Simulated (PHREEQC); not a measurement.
A solution holds 3.2e-05 mol/kgw Ca(HCO3)2, 0.00082 mol/kgw Na2SO4 and 8.3e-06 mol/kgw Ca(OH)2, at 57 °C. Closed to the air; pH follows from the charge balance.

Computed with PHREEQC (ion-association model, phreeqc.dat).

Precipitation was switched off in this run.

Order these Ca species by the share of Ca that they hold, largest first: Ca+2, CaSO4, CaCO3.

Ca+2 (90 %), CaSO4 (10 %), CaCO3 (0.22 %)

The pH is 8.27 and the ionic strength 0.00255 mol/kgw. Complexes and solids missing from the database can't appear. At this temperature some constants are extrapolated from 25 °C, and those without enthalpy data are left unchanged.
